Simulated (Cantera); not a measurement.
# Premixed flame

A freely propagating, adiabatic, planar premixed flame of 7.55 % CH4, 1.28 % H2, 15.7 % O2, 70.8 % N2, 4.61 % H2O, equivalence ratio 1.0, unburnt at 598 K and 1.01 bar; multicomponent transport, grid criteria slope 0.08 and curve 0.16, no radiation.

Detailed kinetics in Cantera: GRI-Mech 3.0 (53 species, 325 reactions). Burning velocities carry a grid error of a few per cent, more on coarse grids.

| z (mm) | T (K) | u (m/s) | x CH4 | x H2 | x O2 | x C2H2 | x C2H | x NO |
|---|---|---|---|---|---|---|---|---|
| -1.34 | 598 | 0.902 | 0.0755 | 0.0132 | 0.157 | <1e-8 | <1e-8 | <1e-8 |
| -0.894 | 600 | 0.906 | 0.0753 | 0.0140 | 0.157 | 2.46e-8 | <1e-8 | <1e-8 |
| -0.670 | 608 | 0.919 | 0.0749 | 0.0149 | 0.156 | 1.44e-7 | <1e-8 | 1.37e-8 |
| -0.447 | 657 | 0.996 | 0.0721 | 0.0167 | 0.153 | 1.41e-6 | <1e-8 | 1.13e-7 |
| -0.223 | 972 | 1.49 | 0.0536 | 0.0199 | 0.128 | 1.84e-5 | <1e-8 | 1.38e-6 |
| -0.112 | 1329 | 2.05 | 0.0303 | 0.0216 | 0.0941 | 5.64e-5 | <1e-8 | 3.51e-6 |
| 0 | 1680 | 2.61 | 0.00701 | 0.0206 | 0.0520 | 0.000107 | 9.49e-8 | 7.46e-6 |
| 0.112 | 1825 | 2.83 | 0.000433 | 0.0158 | 0.0280 | 1.77e-5 | 6.22e-8 | 1.25e-5 |
| 0.223 | 1870 | 2.88 | 1.29e-5 | 0.0136 | 0.0202 | 4.78e-7 | <1e-8 | 1.57e-5 |
| 0.447 | 1925 | 2.95 | 2.26e-8 | 0.0128 | 0.0161 | <1e-8 | <1e-8 | 1.88e-5 |
| 0.894 | 1989 | 3.04 | <1e-8 | 0.0114 | 0.0132 | <1e-8 | <1e-8 | 2.24e-5 |
| 1.79 | 2055 | 3.13 | <1e-8 | 0.00923 | 0.0105 | <1e-8 | <1e-8 | 2.76e-5 |
| 3.57 | 2111 | 3.20 | <1e-8 | 0.00705 | 0.00806 | <1e-8 | <1e-8 | 3.51e-5 |
x: mole fraction of selected species; z is measured from the peak of heat release.

- laminar burning velocity = 90.2 cm/s
- thermal thickness = 0.447 mm
- peak x(C2H2) = 0.000109
- peak x(C2H) = 1.39e-7
- grid points = 147
